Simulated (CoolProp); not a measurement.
A simple Rankine cycle with chloromethane (R40): condensing at 318.15 K, boiler at 3.13 MPa, turbine inlet 411.3 K, turbine efficiency 0.8, pump efficiency 0.7, no recuperator. Each further row changes one setting.

Model: reference Helmholtz-energy equation of state, Thol 2014, in CoolProp.

```json
[
 {"case": "as stated", "thermal efficiency (%)": "10.4", "net work (kJ/kg)": "42.7", "heat in (kJ/kg)": "411", "turbine exit temperature (K)": "335.7", "volume ratio over the turbine": "2.82"},
 {"case": "turbine inlet 431.3 K", "thermal efficiency (%)": "10.7", "net work (kJ/kg)": "46.9", "heat in (kJ/kg)": "437", "turbine exit temperature (K)": "355.9", "volume ratio over the turbine": "2.81"},
 {"case": "condensing temperature 310.15 K", "thermal efficiency (%)": "11.8", "net work (kJ/kg)": "50.0", "heat in (kJ/kg)": "424", "turbine exit temperature (K)": "323.9", "volume ratio over the turbine": "3.39"},
 {"case": "boiler pressure 2.19 MPa", "thermal efficiency (%)": "7.7", "net work (kJ/kg)": "33.1", "heat in (kJ/kg)": "428", "turbine exit temperature (K)": "360.8", "volume ratio over the turbine": "2.03"},
 {"case": "turbine efficiency 0.7", "thermal efficiency (%)": "9.0", "net work (kJ/kg)": "36.9", "heat in (kJ/kg)": "411", "turbine exit temperature (K)": "341.0", "volume ratio over the turbine": "2.89"}
]
```
